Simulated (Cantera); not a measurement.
An adiabatic, constant-pressure homogeneous reactor starts with 11.6 % H2, 7.37 % O2, 81.0 % N2, equivalence ratio 0.79, at 1325 K and 30.0 bar.

Detailed kinetics in Cantera: the H2/O2 subset of GRI-Mech 3.0, which has no nitrogen chemistry. The hydrogen kinetics of GRI-Mech 3.0 are dated; newer H2 mechanisms differ, most at raised pressure. The pressure lies above the range GRI-Mech 3.0 was tuned for (to about 10 atm).

Question: Predict: time of steepest temperature rise; temperature at 1.00 s; equilibrium temperature; x(H2) at 1.00 s; x(O2) at 1.00 s; x(H2O) at 1.00 s; x(O) at 1.00 s; x(OH) at 1.00 s.

Answer: 
```
Property                                                              Result
---------------------------------  -----------------------------------------
time of steepest temperature rise                                    24.0 µs
temperature at 1.00 s                                                 2149 K
equilibrium temperature                                               2149 K
x(H2) at 1.00 s                    0.000146 (gas-phase equilibrium 0.000146)
x(O2) at 1.00 s                        0.0162 (gas-phase equilibrium 0.0162)
x(H2O) at 1.00 s                         0.123 (gas-phase equilibrium 0.123)
x(O) at 1.00 s                       4.55e-5 (gas-phase equilibrium 4.55e-5)
x(OH) at 1.00 s                      0.00101 (gas-phase equilibrium 0.00101)
```
